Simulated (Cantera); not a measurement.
A Cantera script and its output.

```python
import numpy as np
import cantera as ct

gas = ct.Solution("gri30.yaml")
gas.TPX = 600, 380000, {'CO': 1, 'H2': 0.37, 'CH4': 0.2, 'O2': 1.14, 'N2': 4.29}
flame = ct.FreeFlame(gas, width=0.016)
flame.set_refine_criteria(ratio=3, slope=0.08, curve=0.16)
flame.transport_model = "mixture-averaged"
flame.solve(loglevel=0, auto=True)
z, T = flame.grid, flame.T
thick = (T[-1] - T[0]) / np.gradient(T, z).max()
show = ['CO', 'H2', 'CH4', 'C2H6', 'CH2', 'HCN']
print(f"laminar burning velocity  {flame.velocity[0] * 100:.3f} cm/s")
print(f"burnt temperature         {T[-1]:.1f} K")
print(f"thermal thickness         {thick * 1e3:.4f} mm")
print(f"grid points               {len(z)}")
z0 = z[flame.heat_release_rate.argmax()]
print(f"{'z/mm':>9s}{'T/K':>9s}{'u/(m/s)':>9s}" + "".join(f"{s:>11s}" for s in show))
rows = []
for k in (-3, -2, -1.5, -1, -0.5, -0.25, 0, 0.25, 0.5, 1, 2, 4, 8):
    zz = z0 + k * thick
    rows.append([k * thick, np.interp(zz, z, T), np.interp(zz, z, flame.velocity),
                 *(np.interp(zz, z, flame.X[gas.species_index(s)]) for s in show)])
    print(f"{rows[-1][0] * 1e3:9.3f}{rows[-1][1]:9.1f}{rows[-1][2]:9.3f}" + "".join(f"{x:11.3e}" for x in rows[-1][3:]))
```

Result:

```
laminar burning velocity  166.187 cm/s
burnt temperature         2490.1 K
thermal thickness         0.1015 mm
grid points               138
     z/mm      T/K  u/(m/s)         CO         H2        CH4       C2H6        CH2        HCN
   -0.304    600.0    1.661  1.429e-01  5.260e-02  2.858e-02  4.596e-11  3.679e-22  4.783e-14
   -0.203    600.3    1.661  1.430e-01  5.167e-02  2.860e-02  2.092e-09  1.117e-18  1.757e-12
   -0.152    601.1    1.661  1.432e-01  5.036e-02  2.863e-02  1.235e-08  3.376e-17  9.616e-12
   -0.101    609.2    1.678  1.436e-01  4.665e-02  2.859e-02  2.329e-07  3.918e-14  1.521e-10
   -0.051    742.3    2.029  1.430e-01  3.613e-02  2.614e-02  1.271e-05  1.615e-08  6.353e-09
   -0.025   1077.9    2.934  1.386e-01  2.708e-02  1.824e-02  5.175e-05  1.200e-06  4.092e-08
    0.000   1523.4    4.123  1.272e-01  1.722e-02  5.172e-03  1.234e-05  9.118e-06  1.507e-07
    0.025   1776.0    4.758  1.042e-01  9.827e-03  3.356e-04  5.392e-08  2.372e-06  1.510e-07
    0.051   1904.9    5.048  8.301e-02  7.678e-03  1.053e-05  6.364e-11  1.317e-07  4.952e-08
    0.101   2056.1    5.376  6.136e-02  7.279e-03  1.327e-08  3.725e-16  3.198e-10  3.174e-09
    0.203   2203.4    5.701  4.792e-02  6.219e-03  1.940e-13  8.002e-24  1.068e-14  4.856e-11
    0.406   2326.1    5.968  3.816e-02  4.646e-03  3.311e-16  1.108e-28  7.679e-16  2.978e-11
    0.812   2416.0    6.158  2.967e-02  3.407e-03  1.548e-16  4.878e-29  4.133e-16  3.690e-11
```

Model: GRI-Mech 3.0 (53 species, 325 reactions), integrated in Cantera. Burning velocities carry a grid error of a few per cent, more on coarse grids.
